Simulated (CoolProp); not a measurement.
Vapour-liquid equilibrium of R125 (1) + R227EA (2) at 5.41 bar; x and y are mole fractions of (1).

Values from CoolProp's multi-fluid Helmholtz-energy mixture model, Lemmon 2005 and Lemmon 2016; pair parameters Bell 2016.

```
x     bubble temperature (K)  y at the bubble point  dew temperature at overall composition x (K)  liquid density (mol/L)
----  ----------------------  ---------------------  --------------------------------------------  ----------------------
0.05                   301.2                  0.113                                         302.7                   8.166
0.2                    293.4                    ___                                           ___                     ___
0.35                   286.7                  0.588                                         294.6                     ___
0.5                    280.9                  0.733                                         289.8                   9.555
0.65                     ___                  0.839                                         284.3                   10.04
0.8                    271.6                  0.920                                         277.8                   10.54
0.95                     ___                  0.982                                         269.7                   11.06
```

**Question.** Some entries are withheld; supply them.

**Answer.** 
- 0.2, y at the bubble point: 0.389
- 0.2, dew temperature at overall composition x (K): 298.9
- 0.2, liquid density (mol/L): 8.623
- 0.35, liquid density (mol/L): 9.085
- 0.65, bubble temperature (K): 275.9
- 0.95, bubble temperature (K): 267.7

No azeotrope shows between x = 0.05 and 0.95.

The pair parameters rest on a limited set of measurements; away from them the model extrapolates.
